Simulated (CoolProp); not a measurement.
Computed with CoolProp (reference Helmholtz-energy equation of state, Leachman 2009).

Q: Give the vapour pressure (MPa), vapour density (kg/m³), liquid conductivity (mW/(m K)) of saturated normal hydrogen at -250.05, -244.85 °C.

A: 
```
T (°C)   p (MPa)  vapour density (kg/m³)  liquid conductivity (mW/(m K))
-------  -------  ----------------------  ------------------------------
-250.05    0.209                    2.59                             103
-244.85    0.605                    7.47                            98.2
```

Thermal conductivity comes from a separate model (Assael 2011).
